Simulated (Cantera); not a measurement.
An isothermal, constant-pressure homogeneous reactor starts with 18.5 % NO, 81.5 % N₂, at 2025 K and 0.118 atm.

Model: GRI-Mech 3.0 (53 species, 325 reactions), integrated in Cantera.

x: mole fraction; the columns are a selection and need not sum to one.

```csv
t (s),x NO,x O,x N₂,x N₂O,x NO₂,x O₂
1.00e-6,0.185,5.72e-9,0.815,5.72e-9,<1e-12,<1e-12
4.44e-6,0.185,2.54e-8,0.815,2.54e-8,1.22e-11,2.14e-12
1.97e-5,0.185,1.13e-7,0.815,1.13e-7,2.39e-10,4.24e-11
8.77e-5,0.185,5.05e-7,0.815,4.94e-7,[?],8.38e-10
0.000390,0.185,2.30e-6,0.815,2.08e-6,[?],1.69e-8
0.00173,0.185,1.15e-5,0.815,7.43e-6,[?],3.76e-7
0.00770,0.185,6.21e-5,0.815,1.51e-5,[?],1.11e-5
0.0342,0.185,0.000149,0.815,1.55e-5,[?],0.000234
0.152,0.182,0.000175,0.816,1.49e-5,[?],0.00158
0.675,0.168,0.000258,0.823,1.24e-5,[?],0.00819
3.00,0.107,0.000479,0.854,4.72e-6,[?],0.0388
```

Task: What belongs in the gaps?

Result: 
- 8.77e-5, x NO₂: 4.51e-9
- 0.000390, x NO₂: 7.38e-8
- 0.00173, x NO₂: 8.16e-7
- 0.00770, x NO₂: 5.36e-6
- 0.0342, x NO₂: 1.23e-5
- 0.152, x NO₂: 1.46e-5
- 0.675, x NO₂: 2.12e-5
- 3.00, x NO₂: 2.65e-5
